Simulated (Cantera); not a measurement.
Cantera run, input and output.

```python
import numpy as np
import cantera as ct

gas = ct.Solution("gri30.yaml")
gas.TPX = 1798, 1000000, {'CH4': 1, 'O2': 1.43, 'N2': 12}
reactor = ct.IdealGasReactor(gas, energy="on", clone=False)
net = ct.ReactorNet([reactor])
net.rtol, net.atol = 1e-08, 1e-16
show = ['CH4', 'O2', 'HCN', 'CO', 'C2H6', 'OH', 'C2H']
times = np.geomspace(8e-06, 0.6, 15)

steps = ct.SolutionArray(gas, extra=["t"])
rows = []
print(f"{'t/s':>10s}{'T/K':>9s}{'P/Pa':>11s}" + "".join(f"{s:>11s}" for s in show))
for t in times:
    while net.time < t:
        t_next = net.step()
        steps.append(gas.state, t=t_next)
    rows.append([np.interp(t, steps.t, y) for y in (steps.T, steps.P, *steps(*show).X.T)])
    print(f"{t:10.3e}{rows[-1][0]:9.1f}{rows[-1][1]:11.4g}" + "".join(f"{x:11.3e}" for x in rows[-1][2:]))
rate = np.gradient(steps.T, steps.t)
print("integrator steps:", len(steps.t))
if steps.T.max() > steps.T[0] + 200:
    print(f"time of steepest temperature rise: {steps.t[rate.argmax()]:.4e} s")
gas.TPX = 1798, 1000000, {'CH4': 1, 'O2': 1.43, 'N2': 12}
gas.equilibrate("UV")
print(f"equilibrium (UV): T = {gas.T:.1f} K  " + "  ".join(f"{s} {gas[s].X[0]:.3e}" for s in show))
```

Output:

```
       t/s      T/K       P/Pa        CH4         O2        HCN         CO       C2H6         OH        C2H
 8.000e-06   1798.1      1e+06  6.811e-02  9.863e-02  1.053e-11  4.362e-05  1.104e-04  4.290e-06  2.022e-12
 1.784e-05   1815.8  1.011e+06  6.304e-02  9.590e-02  2.342e-10  9.755e-04  7.610e-04  1.698e-05  4.530e-10
 3.977e-05   2817.3  1.639e+06  2.207e-12  6.844e-04  1.547e-08  4.609e-02  1.183e-23  4.798e-03  1.135e-16
 8.866e-05   2840.8  1.651e+06  3.630e-12  3.861e-04  4.183e-08  4.597e-02  2.112e-23  3.745e-03  1.537e-16
 1.977e-04   2836.7  1.648e+06  3.796e-12  3.673e-04  6.328e-08  4.611e-02  2.281e-23  3.661e-03  1.563e-16
 4.407e-04   2833.8  1.647e+06  3.919e-12  3.545e-04  7.880e-08  4.620e-02  2.410e-23  3.602e-03  1.581e-16
 9.827e-04   2833.3  1.647e+06  3.940e-12  3.523e-04  8.147e-08  4.622e-02  2.433e-23  3.593e-03  1.584e-16
 2.191e-03   2833.3  1.647e+06  3.941e-12  3.523e-04  8.150e-08  4.622e-02  2.434e-23  3.592e-03  1.584e-16
 4.885e-03   2833.3  1.647e+06  3.941e-12  3.523e-04  8.150e-08  4.622e-02  2.434e-23  3.592e-03  1.584e-16
 1.089e-02   2833.3  1.647e+06  3.941e-12  3.523e-04  8.150e-08  4.622e-02  2.434e-23  3.592e-03  1.584e-16
 2.428e-02   2833.3  1.647e+06  3.941e-12  3.523e-04  8.150e-08  4.622e-02  2.434e-23  3.592e-03  1.584e-16
 5.414e-02   2833.3  1.647e+06  3.941e-12  3.523e-04  8.150e-08  4.622e-02  2.434e-23  3.592e-03  1.584e-16
 1.207e-01   2833.3  1.647e+06  3.941e-12  3.523e-04  8.150e-08  4.622e-02  2.434e-23  3.592e-03  1.584e-16
 2.691e-01   2833.3  1.647e+06  3.941e-12  3.523e-04  8.150e-08  4.622e-02  2.434e-23  3.592e-03  1.584e-16
 6.000e-01   2833.3  1.647e+06  3.941e-12  3.523e-04  8.150e-08  4.622e-02  2.434e-23  3.592e-03  1.584e-16
integrator steps: 1712
time of steepest temperature rise: 3.1353e-05 s
equilibrium (UV): T = 2833.3 K  CH4 4.516e-12  O2 3.523e-04  HCN 8.151e-08  CO 4.622e-02  C2H6 3.057e-23  OH 3.592e-03  C2H 1.698e-16
```

Computed with Cantera and GRI-Mech 3.0 (53 species, 325 reactions).
